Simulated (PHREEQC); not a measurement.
1.2 g of hydrous ferric oxide (600 m²/g; 0.2 weak and 0.005 strong sites per Fe, Dzombak-Morel constants, diffuse double layer) in 1 kg of water with 0.005 mol/kgw of an inert sodium salt and 0.0018 mol H3BO3 and 5.7e-05 mol Ag2SO4, at 25 °C; the pH is set by adding NaOH or the inert anion's acid. Oxygen is held at 0.21 atm. No CO2 enters from the air. Precipitation was switched off in this run.

The series has 13 steps of pH, from 3 to 11.

Equilibrium calculation in PHREEQC: ion-association model, wateq4f.dat.

**Question.** Near which pH is half of the S sorbed, and on which side is more sorbed?

**Answer.** Near pH 7.0, with more sorbed at lower pH.

**Question.** Near which pH is half of the Ag sorbed, and on which side is more sorbed?

**Answer.** Near pH 6.8, with more sorbed at higher pH.

The oxide is taken as insoluble; below pH 4 it would dissolve.
